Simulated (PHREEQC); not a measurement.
Synthetic water in mmol/kgw, 25 °C, pH 8.33, pe 8.3: Na 126; K 0.0182; Ca 2.76; Mg 0.358; Cl 128; S(6) 0.824; Alkalinity (meq/kgw) 0.0218; Br 2.78; Cd 0.433; F 0.0477.

Valence states are taken as typed.

Model: ion-association model, phreeqc.dat, run in PHREEQC.

Precipitation was switched off in this run.

Problem. Estimate the specific conductance.

Solution. specific conductance 13500 µS/cm.

Problem. In which forms is F present?

Solution. F- 95 %, NaF 3.8 %, MgF+ 0.8 % of the F.

Complexes and solids missing from the database can't appear.
